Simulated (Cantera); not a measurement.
## Equilibrium for hydrogen reduction and annealing atmospheres: Cu2O + H2

Input: 1 mol Cu2O, 20 mol H2, held at 133 Pa.

Method: chemical equilibrium by Gibbs-energy minimisation in Cantera with the NASA 1993 tables (ideal gas, pure condensed phases). Candidate condensed phases: Cu, CuO, Cu(OH)2, Cu2O, H2O; 12 gas species. Kinetics and transport are ignored.

From 1298 K to 1348 K the condensed part is Cu(s). From 1398 K to 1648 K the condensed part is Cu(l). At 1698 K nothing is condensed. The main Cu-bearing gas is Cu throughout. The share of Cu in condensed phases is highest at 1298 K (99.9 %) and lowest at 1698 K (0.0 %).

| T (K) | x H2 | x Cu | x H2O | x H | x Cu2 | x OH | n Cu(s) | n Cu(l) |
|---|---|---|---|---|---|---|---|---|
| 1298 | 0.950 | 0.000113 | 0.0500 | 2.86e-5 | 9.09e-9 | 1.95e-8 | 2.00 | 0 |
| 1348 | 0.950 | 0.000351 | 0.0500 | 6.17e-5 | 4.53e-8 | 5.23e-8 | 1.99 | 0 |
| 1398 | 0.949 | 0.000973 | 0.0499 | 0.000126 | 1.87e-7 | 1.31e-7 | 0 | 1.98 |
| 1448 | 0.947 | 0.00249 | 0.0499 | 0.000246 | 6.88e-7 | 3.08e-7 | 0 | 1.95 |
| 1498 | 0.944 | 0.00596 | 0.0497 | 0.000457 | 2.31e-6 | 6.83e-7 | 0 | 1.88 |
| 1548 | 0.936 | 0.0135 | 0.0493 | 0.000816 | 7.13e-6 | 1.44e-6 | 0 | 1.73 |
| 1598 | 0.921 | 0.0290 | 0.0485 | 0.00140 | 2.05e-5 | 2.87e-6 | 0 | 1.40 |
| 1648 | 0.891 | 0.0592 | 0.0470 | 0.00230 | 5.50e-5 | 5.45e-6 | 0 | 0.737 |
| 1698 | 0.860 | 0.0906 | 0.0454 | 0.00367 | 8.47e-5 | 9.96e-6 | 0 | 0 |
x: gas mole fraction; n: condensed amount in mol.
